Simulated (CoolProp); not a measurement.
A single-stage vapour-compression cycle with C3F8 (R218): evaporating at 196.15 K (dew point), condensing at 223.15 K (bubble point), superheat 0 K, subcooling 8 K, compressor efficiency 0.9, no pressure losses. Each further row changes one setting.

The numbers come from the reference Helmholtz-energy equation of state, Lemmon 2006 in CoolProp. It is a short technical equation, of lower accuracy than the large ones.

| case | cooling COP | pressure ratio | discharge temperature (K) | refrigerating effect (kJ/kg) | volumetric capacity (kJ/m³) |
|---|---|---|---|---|---|
| as stated | 6.19 | 5.12 | 223.6 | 101 | 123 |
| evaporating temperature 201.15 K | 7.97 | 3.64 | 223.2 | 104 | 175 |
| condensing temperature 218.15 K | 7.79 | 3.92 | 219.0 | 106 | 129 |
| subcooling 13 K | 6.47 | 5.12 | 223.6 | 106 | 129 |
| superheat 10 K | ___ | 5.12 | ___ | ___ | 124 |
| compressor efficiency 0.8 | 5.50 | 5.12 | 226.6 | 101 | 123 |

**Question.** What belongs in the gaps?

**Answer.** 
- superheat 10 K, cooling COP: 6.23
- superheat 10 K, discharge temperature (K): 233.9
- superheat 10 K, refrigerating effect (kJ/kg): 107

The compression ends wet for: evaporating temperature 201.15 K.
